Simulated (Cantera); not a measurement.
An isothermal plug-flow reactor at 773 K and 100000 Pa (inlet), inlet velocity 0.4 m/s, active area per volume 2700 1/m; feed CO : O2 : N2 : H2O = 0.0049 : 0.1 : 0.79 : 0.073 (molar parts), equivalence ratio 0.024.

Cantera simulation using Deutschmann's 1995 Pt surface mechanism with GRI-Mech 3.0 gas chemistry; the numbers are that mechanism's predictions, not measurements. Catalytic surfaces can have several steady states; this one follows from the mechanism file's or the stated starting coverage. Mass transfer to the wall is taken as infinitely fast.

Q: Predict: x(CO) at z = 0.003 m; x(O2) at z = 0.003 m; x(H2O) at z = 0.003 m; x(CO2) at z = 0.003 m; θ(free Pt) at the exit; θ(O*) at the exit; θ(OH*) at the exit.

A: 
| Item | Result |
|---|---|
| x(CO) at z = 0.003 m | 4.60e-5 |
| x(O2) at z = 0.003 m | 0.101 |
| x(H2O) at z = 0.003 m | 0.0756 |
| x(CO2) at z = 0.003 m | 0.00503 |
| θ(free Pt) at the exit | 0.0249 |
| θ(O*) at the exit | 0.970 |
| θ(OH*) at the exit | 0.00529 |
